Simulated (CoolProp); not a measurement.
Vapour-liquid equilibrium of hydrogen sulfide (1) + toluene (2) at 337.8 K; x and y are mole fractions of (1).

Computed with CoolProp (multi-fluid Helmholtz-energy mixture model, Lemmon 2006 and Lemmon 2006; pair parameters Bell 2016).

```tsv
x	bubble pressure (bar)	y at the bubble point	dew pressure at overall composition x (bar)	liquid density (mol/L)
0.05	2.281	0.902	0.2341	9.263
0.2	7.595	0.970	0.2783	10.31
0.35	12.79	0.983	0.3428	11.57
0.5	18.74	0.989	0.4459	13.07
0.65	25.87	0.993	0.6376	14.87
0.8	34.29	0.996	1.118	16.97
0.95	43.97	0.999	4.507	18.98
```

No azeotrope shows between x = 0.05 and 0.95.

The pair parameters rest on a limited set of measurements; away from them the model extrapolates.
